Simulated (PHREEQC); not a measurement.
A solution holds 0.25 mol/kgw CaCl2, at 25 °C. Closed to the air; pH follows from the charge balance.

All values are PHREEQC results (ion-association model, wateq4f.dat), not measurements.

```json
[
 {"quantity": "CaOH+ (mol/kgw)", "before": "9.65e-8", "after": "3.14e-8"},
 {"quantity": "SI of Portlandite (Ca(OH)2)", "before": "-10.39", "after": "-10.71"}
]
```

Question: Which change was made?
A. diluted 100-fold with water
B. temperature from 25 to 20 °C
C. CaCl2 from 0.25 to 0.05 mol/kgw
D. 0.14 mol/kgw Ba(NO3)2 added

Answer: C, CaCl2 from 0.25 to 0.05 mol/kgw

Precipitation was switched off in this run. The ionic strength passes 0.7 mol/kgw, the rough limit of the ion-association models, in before.
